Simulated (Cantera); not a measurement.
## Dilute partial oxidation

An isothermal, constant-pressure homogeneous reactor starts with CH₃OH : O₂ : N₂ = 0.016 : 0.0094 : 1 (molar parts), equivalence ratio 2.6, at 1448 K and 9.87 atm.

Detailed kinetics in Cantera: GRI-Mech 3.0 (53 species, 325 reactions). GRI-Mech 3.0 was tuned for natural gas; its chemistry of methanol as a main component is partial and can be far from experiment.

```
t (s)      x CH₃OH      x O₂     x HO₂     x OH       x O
--------  --------  --------  --------  -------  --------
0.000100   0.00902   0.00711  0.000261  7.94e-6   3.57e-7
0.000231   8.82e-9   3.19e-5   1.01e-7  2.81e-5   2.76e-6
0.000534   5.91e-9   1.51e-7  4.49e-10  2.33e-6   1.38e-8
0.00123    2.75e-9   2.49e-8  5.55e-11  4.60e-7  5.38e-10
0.00285    1.02e-9   9.10e-9  1.16e-11  1.29e-7  4.29e-11
0.00658   3.93e-10   4.29e-9  2.64e-12  4.61e-8  5.50e-12
0.0152    1.66e-10   2.17e-9    <1e-12  1.93e-8    <1e-12
0.0351    8.61e-11   1.02e-9    <1e-12  1.06e-8    <1e-12
0.0811    6.80e-11  3.09e-10    <1e-12  8.64e-9    <1e-12
0.187     6.50e-11  2.32e-11    <1e-12  8.37e-9    <1e-12
0.433     6.16e-11    <1e-12    <1e-12  8.10e-9    <1e-12
1.00      5.76e-11    <1e-12    <1e-12  7.82e-9    <1e-12
```
x: mole fraction; the columns are a selection and need not sum to one.

Equilibrium at this temperature and pressure: CH₃OH <1e-12, O₂ <1e-12, HO₂ <1e-12, OH 7.56e-9, O <1e-12 (gas phase only).
